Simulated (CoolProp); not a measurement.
Properties of C2F6 (R116) at several states (Tc = 293.0 K, pc = 30.48 bar, ω = 0.257).

Values from CoolProp's reference Helmholtz-energy equation of state, Lemmon 2006. It is a short technical equation, of lower accuracy than the large ones.

```csv
T (K),p (bar),phase,cv (kJ/(kg K)),Joule-Thomson coefficient (K/MPa),expansivity (1/kK),conductivity (mW/(m K)),fugacity coefficient
208.6,0.328,gas,0.5565,23.60,4.979,8.31,0.9889
405.8,6.48,gas,0.8596,3.700,2.694,23.4,0.9788
360.6,4.04,gas,0.8041,5.033,3.004,19.8,0.9789
```

Thermal conductivity comes from a separate model (Huber 2003), an estimate that may be off by 10 % or more.
